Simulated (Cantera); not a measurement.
Input (Python, Cantera):

```python
import numpy as np
import cantera as ct

gas = ct.Solution("gri30.yaml")
gas.TPX = 1800, 3300, {'C2H6': 1, 'N2': 51}
inlet = ct.Reservoir(gas, clone=True)

reactor = ct.IdealGasConstPressureReactor(gas, energy="off", clone=False)
exhaust = ct.Reservoir(gas, clone=True)
tau = [1.5, 0.38, 0.098, 0.025, 0.0065, 0.0017, 0.00044, 0.00011][0]
for a, b in ((inlet, reactor), (reactor, exhaust)):
    ct.MassFlowController(a, b, mdot=lambda t: reactor.mass / tau)
net = ct.ReactorNet([reactor])
show = ['C2H6', 'H', 'C2H4', 'C2H2', 'HCN']

rows = []
print(f"{'tau/s':>10s}{'T/K':>9s}" + "".join(f"{s:>11s}" for s in show))
for tau in [1.5, 0.38, 0.098, 0.025, 0.0065, 0.0017, 0.00044, 0.00011]:
    net.initial_time = 0.0
    net.advance(30 * tau)
    before = gas.X
    net.advance(40 * tau)
    drift = np.max(np.abs(gas.X - before) / (gas.X + 1e-9))
    rows.append([gas.T, *gas[show].X, drift])
    print(f"{tau:10.3e}{gas.T:9.1f}" + "".join(f"{x:11.3e}" for x in gas[show].X))
```

Result:

```
     tau/s      T/K       C2H6          H       C2H4       C2H2        HCN
 1.500e+00   1800.0  2.108e-06  5.139e-04  1.377e-05  1.782e-02  6.598e-04
 3.800e-01   1800.0  7.972e-06  5.678e-04  4.763e-05  1.766e-02  3.692e-04
 9.800e-02   1800.0  2.938e-05  6.344e-04  1.603e-04  1.715e-02  2.028e-04
 2.500e-02   1800.0  1.078e-04  7.217e-04  5.173e-04  1.605e-02  1.083e-04
 6.500e-03   1800.0  3.822e-04  8.218e-04  1.496e-03  1.380e-02  5.632e-05
 1.700e-03   1800.0  1.322e-03  8.918e-04  3.584e-03  9.597e-03  2.739e-05
 4.400e-04   1800.0  4.376e-03  8.128e-04  5.548e-03  3.701e-03  1.081e-05
 1.100e-04   1800.0  1.152e-02  4.442e-04  2.787e-03  2.818e-04  1.859e-06
```

Computed with Cantera and GRI-Mech 3.0 (53 species, 325 reactions). GRI-Mech 3.0 stops at C3 and has no aromatics, soot or wall deposition, so with more carbon than oxygen in the feed, carbon stays in small species such as C2H2 where larger ones or solid carbon would form. Radical loss at walls, strong at low pressure, is not modelled.
